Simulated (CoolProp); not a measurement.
Tetrahydrofuran at 298.15 K and 1.1 MPa is throttled through a valve to 0.356 MPa with no heat exchange. Each further row changes one setting.

Computed with CoolProp (reference Helmholtz-energy equation of state, Fiedler 2023).

| case | temperature change (K) |
|---|---|
| as stated | +0.3 |
| outlet pressure 0.107 MPa | +0.4 |
| outlet pressure 0.463 MPa | +0.3 |
